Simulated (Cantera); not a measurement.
Input: 1 mol CHF₃, 1.3 mol HCl, 0.097 mol H₂, held at 0.130 bar.

Method: chemical equilibrium by Gibbs-energy minimisation in Cantera with the NASA 1993 tables (ideal gas, pure condensed phases). Candidate condensed phases: C, C₆H₆, C₇H₈, C₈H₁₈; 118 gas species. Gases not in the tables: C₂F₆ and larger saturated fluorocarbons. Kinetics and transport are ignored.

Question: What share of the C ends up in condensed phases as a function of T (K), at 1975, 2075, 2175, 2275, 2375, 2475, 2575?

Answer: 
| T (K) | C condensed (%) | as |
|---|---|---|
| 1975 | 82.3 | C(graphite) |
| 2075 | 82.8 | C(graphite) |
| 2175 | 82.5 | C(graphite) |
| 2275 | 81.8 | C(graphite) |
| 2375 | 81.7 | C(graphite) |
| 2475 | 82.8 | C(graphite) |
| 2575 | 84.9 | C(graphite) |
